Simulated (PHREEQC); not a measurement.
A column of 0.5 m (40 cells, dispersivity 0.025 m, 3600 s a shift, diffusion coefficient 3e-10 m²/s) holds 0.003 eq of the database's cation exchanger X per kg of pore water, first in equilibrium with 1.9 mmol/kgw NaCl, 1.3 mmol/kgw LiCl, 1.1 mmol/kgw MgCl2 and 0.01 mmol/kgw HCl. It is flushed with 1.1 mmol/kgw NaCl and 0.01 mmol/kgw HCl, at 25 °C. Values are for the last cell. CO2 from the air is kept out. Precipitation was switched off in this run.

Base run: PHREEQC, ion-association model, phreeqc.dat. Each further column changes one thing. The table gives Mg in solution (mol/kgw).

```json
[
 {"pore volumes": "0", "base": "0.00110", "exchange capacity from 0.003 to 0.0015 eq/kgw": "0.00110", "dispersivity from 0.025 to 0.05 m": "0.00110"},
 {"pore volumes": "1.262", "base": "0.000241", "exchange capacity from 0.003 to 0.0015 eq/kgw": "0.000230", "dispersivity from 0.025 to 0.05 m": "0.000271"},
 {"pore volumes": "2.763", "base": "4.21e-5", "exchange capacity from 0.003 to 0.0015 eq/kgw": "2.80e-5", "dispersivity from 0.025 to 0.05 m": "4.58e-5"},
 {"pore volumes": "4.013", "base": "2.73e-5", "exchange capacity from 0.003 to 0.0015 eq/kgw": "1.73e-5", "dispersivity from 0.025 to 0.05 m": "2.86e-5"},
 {"pore volumes": "5.263", "base": "2.07e-5", "exchange capacity from 0.003 to 0.0015 eq/kgw": "1.29e-5", "dispersivity from 0.025 to 0.05 m": "2.14e-5"},
 {"pore volumes": "6.763", "base": "1.63e-5", "exchange capacity from 0.003 to 0.0015 eq/kgw": "1.01e-5", "dispersivity from 0.025 to 0.05 m": "1.67e-5"},
 {"pore volumes": "8.012", "base": "1.41e-5", "exchange capacity from 0.003 to 0.0015 eq/kgw": "8.67e-6", "dispersivity from 0.025 to 0.05 m": "1.43e-5"}
]
```
